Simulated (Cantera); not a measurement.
A Cantera script and what it prints.

```python
import numpy as np
import cantera as ct

gas_names = """
    N NO NO2 NO3 N2 N2O O O2 O3 Si SiN SiO SiO2 Si2 Si2N Si3
""".split()
cond_names = """
    Si(cr) Si(L) SiO2(Lqz) SiO2(hqz) SiO2(L) Si2N2O(s) Si3N4(a)
""".split()


def load(file, names, dense=False):
    # The tables refer to 1 bar. Condensed volumes are neglected.
    table = {s.name: s for s in ct.Species.list_from_file(file)}
    out = []
    for n in names:
        d = dict(table[n].input_data)
        d["thermo"] = dict(d["thermo"], **{"reference-pressure": 1e5})
        if dense:
            d["equation-of-state"] = {"model": "constant-volume", "density": "1e6 g/cm^3"}
        out.append(ct.Species.from_dict(d))
    return out


gas = ct.Solution(thermo="ideal-gas", species=load("nasa_gas.yaml", gas_names))
cond = {s.name: ct.Solution(thermo="fixed-stoichiometry", species=[s], name=s.name)
        for s in load("nasa_condensed.yaml", cond_names, dense=True)}
atoms = {
    'Si': {'Si': 1},
    'O2': {'O': 2},
    'N2': {'N': 2},
}
top_T = {'Si2N2O(s)': 2100, 'Si3N4(a)': 2400}  # K; cautious upper limits of use, not melting points


def equilibrate(T, P, feed):
    n = {}
    for name, mol in feed.items():
        for a, k in atoms[name].items():
            n[a] = n.get(a, 0.0) + k * mol
    gas.TPX = T, P, n
    mass = sum(n.values()) * gas.mean_molecular_weight
    gas.equilibrate("TP")
    valid = [c for c in cond.values() if c.min_temp <= T <= top_T.get(c.name, c.max_temp)]
    mix = ct.Mixture([(gas, mass / gas.mean_molecular_weight)] + [(c, 0.0) for c in valid])
    mix.T, mix.P = T, P
    mix.equilibrate("TP", solver="vcs", rtol=1e-11, max_steps=5000)
    return mix


results = []
feed = {'Si': 1, 'O2': 0.2, 'N2': 1.4}  # mol
T = 1750  # K
P = 46  # Pa
mix = equilibrate(T, P, feed)
results.append((T, P, feed, dict(zip(mix.species_names, mix.species_moles))))
x = sorted(zip(gas.X, gas.species_names), reverse=True)
print(f"T = {T:g} K  P = {P:g} Pa  gas = {mix.phase_moles(0):.4g} mol")
print("   x: " + "  ".join(f"{s} {v:.3e}" for v, s in x if v > 0.001))
print("   condensed (mol): " + ("  ".join(f"{mix.phase(i).name} {mix.phase_moles(i):.4g}"
      for i in range(1, mix.n_phases) if mix.phase_moles(i) > 1e-12) or "none"))
```

Result:

```
T = 1750 K  P = 46 Pa  gas = 1.806 mol
   x: N2 7.751e-01  SiO 2.215e-01  Si 3.263e-03
   condensed (mol): Si(L) 0.5938
```

Equilibrium computed with Cantera from the NASA thermochemical tables; the gas is ideal and each condensed phase is pure. The tables' values for SiN are old estimates; treat these amounts as uncertain.
